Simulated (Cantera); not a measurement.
## Carbon deposition, reforming and gasification: C2H6 + CO2

A closed system holds: 1 mol C2H6, 3.8 mol CO2, at 1123.15 K and 1.33 mbar.

Cantera equilibrium calculation (NASA polynomials, part measured and part estimated; ideal gas, pure solids and liquids). Candidate condensed phases: C, C6H6, C7H8, C8H18, H2O; 110 gas species. Kinetics and transport are ignored.

- x(CO) = 0.528
- x(H2) = 0.268
- x(CO2) = 0.132
- x(H2O) = 0.0730
- gas amount = 8.800 mol
- log10 activity of C(graphite) (absent) = -3.77
